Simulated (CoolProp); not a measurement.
Ammonia along the isobar 16.7 MPa: Z from the reference equation and from simpler models built on Tc = 132.4 °C, pc = 11.36 MPa, ω = 0.256; each cubic takes its own stable root.

Computed with CoolProp (reference Helmholtz-energy equation of state, Gao 2020).

```json
[
 {"T (°C)": "23.15", "phase": "liquid", "reference": "___", "van der Waals": "0.3438", "Soave-Redlich-Kwong": "0.2346"},
 {"T (°C)": "37.15", "phase": "liquid", "reference": "0.1838", "van der Waals": "0.3369", "Soave-Redlich-Kwong": "0.2317"},
 {"T (°C)": "51.25", "phase": "liquid", "reference": "0.1821", "van der Waals": "0.3315", "Soave-Redlich-Kwong": "0.2304"},
 {"T (°C)": "65.25", "phase": "liquid", "reference": "___", "van der Waals": "0.3279", "Soave-Redlich-Kwong": "0.2307"},
 {"T (°C)": "79.35", "phase": "liquid", "reference": "0.1821", "van der Waals": "0.3260", "Soave-Redlich-Kwong": "___"},
 {"T (°C)": "93.35", "phase": "liquid", "reference": "0.1844", "van der Waals": "0.3262", "Soave-Redlich-Kwong": "0.2384"},
 {"T (°C)": "107.45", "phase": "liquid", "reference": "0.1890", "van der Waals": "0.3291", "Soave-Redlich-Kwong": "0.2477"},
 {"T (°C)": "121.45", "phase": "liquid", "reference": "0.1975", "van der Waals": "0.3354", "Soave-Redlich-Kwong": "___"},
 {"T (°C)": "135.55", "phase": "supercritical", "reference": "0.2148", "van der Waals": "0.3471", "Soave-Redlich-Kwong": "0.2930"},
 {"T (°C)": "149.55", "phase": "supercritical", "reference": "0.2621", "van der Waals": "0.3682", "Soave-Redlich-Kwong": "0.3568"},
 {"T (°C)": "163.65", "phase": "supercritical", "reference": "0.4069", "van der Waals": "0.4084", "Soave-Redlich-Kwong": "0.4802"}
]
```

Question: What belongs in the gaps?

Answer: 
- 23.15, reference: 0.1865
- 65.25, reference: 0.1815
- 79.35, Soave-Redlich-Kwong: 0.2332
- 121.45, Soave-Redlich-Kwong: 0.2636
